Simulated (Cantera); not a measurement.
Input (Python, Cantera):

```python
import numpy as np
import cantera as ct

gas = ct.Solution("gri30.yaml")
gas.TPX = 1023, 46000, {'CO': 0.0015, 'O2': 0.0048, 'H2O': 0.00026, 'N2': 1}
inlet = ct.Reservoir(gas, clone=True)

reactor = ct.IdealGasConstPressureReactor(gas, energy="off", clone=False)
exhaust = ct.Reservoir(gas, clone=True)
tau = [23, 3, 0.39, 0.051, 0.0067, 0.00088, 0.00012][0]
for a, b in ((inlet, reactor), (reactor, exhaust)):
    ct.MassFlowController(a, b, mdot=lambda t: reactor.mass / tau)
net = ct.ReactorNet([reactor])
show = ['CO', 'O2', 'H2O', 'NO2', 'NO', 'O', 'CO2']

rows = []
print(f"{'tau/s':>10s}{'T/K':>9s}" + "".join(f"{s:>11s}" for s in show))
for tau in [23, 3, 0.39, 0.051, 0.0067, 0.00088, 0.00012]:
    net.initial_time = 0.0
    net.advance(30 * tau)
    before = gas.X
    net.advance(40 * tau)
    drift = np.max(np.abs(gas.X - before) / (gas.X + 1e-9))
    rows.append([gas.T, *gas[show].X, drift])
    print(f"{tau:10.3e}{gas.T:9.1f}" + "".join(f"{x:11.3e}" for x in gas[show].X))
```

Result:

```
     tau/s      T/K         CO         O2        H2O        NO2         NO          O        CO2
 2.300e+01   1023.0  1.194e-04  4.085e-03  2.579e-04  1.706e-09  5.281e-08  1.440e-06  1.372e-03
 3.000e+00   1023.0  4.136e-04  4.230e-03  2.569e-04  2.424e-10  1.696e-08  4.946e-06  1.077e-03
 3.900e-01   1023.0  1.019e-03  4.529e-03  2.555e-04  2.358e-11  2.829e-09  1.125e-05  4.714e-04
 5.100e-02   1023.0  1.449e-03  4.745e-03  2.572e-04  5.764e-13  5.002e-11  7.207e-06  4.132e-05
 6.700e-03   1023.0  1.490e-03  4.769e-03  2.583e-04  1.938e-23  2.352e-20  4.113e-11  4.820e-11
 8.800e-04   1023.0  1.490e-03  4.769e-03  2.583e-04 -1.804e-28  3.598e-22  5.164e-12  5.261e-12
 1.200e-04   1023.0  1.490e-03  4.769e-03  2.583e-04  3.592e-34  5.468e-24  7.075e-13  7.090e-13
```

Detailed kinetics in Cantera: GRI-Mech 3.0 (53 species, 325 reactions).
